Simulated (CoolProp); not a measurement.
The numbers come from the reference Helmholtz-energy equation of state, Platzer 1990 in CoolProp. This equation is an older, rougher fit; its heat capacities, sound speeds and derivatives of the liquid may be far off and weren't checked against measurements.

**Question.** Give the vapour pressure (MPa), liquid density (kg/m³), vapour density (kg/m³), enthalpy of vaporisation (kJ/kg) of saturated R21 at -39.65, 21.85 °C.

**Answer.** 
```tsv
T (°C)	p (MPa)	liquid density (kg/m³)	vapour density (kg/m³)	enthalpy of vaporisation (kJ/kg)
-39.65	0.00972	1510	0.519	262
21.85	0.163	1380	7.22	232
```
